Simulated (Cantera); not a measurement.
A perfectly stirred reactor is fed with C₂H₄ : H₂ = 1 : 1.1 (molar parts), at 2300 Pa; it is held at 1773 K, and followed from long to short residence time.

Detailed kinetics in Cantera: GRI-Mech 3.0 (53 species, 325 reactions). GRI-Mech 3.0 was tuned for natural gas; its chemistry of ethylene as a main component is partial and can be far from experiment. GRI-Mech 3.0 stops at C3 and has no aromatics, soot or wall deposition, so with more carbon than oxygen in the feed, carbon stays in small species such as C2H2 where larger ones or solid carbon would form. Radical loss at walls, strong at low pressure, is not modelled.

```csv
quantity,before,after
x(C₂H₄) at τ = 21.0 s,0.000161,0.000740
x(H₂) at τ = 21.0 s,0.676,0.674
x(C₂H₂) at τ = 21.0 s,0.322,0.321
x(H) at τ = 21.0 s,0.00149,0.000677
x(CH₄) at τ = 21.0 s,0.000491,0.00263
x(C₂H₄) at τ = 35.0 ms,0.0717,0.0149
x(H₂) at τ = 35.0 ms,0.654,0.672
x(C₂H₂) at τ = 35.0 ms,0.274,0.312
x(H) at τ = 35.0 ms,0.000104,0.000202
x(CH₄) at τ = 35.0 ms,6.71e-5,0.000478
```

Task: What was changed between the two runs?
A) temperature 1773 to 1975 K
B) temperature 1773 to 1125 K
C) pressure from 2300 Pa to 12000 Pa
D) C2H4 1 to 8.5 parts

Result: C, pressure from 2300 Pa to 12000 Pa
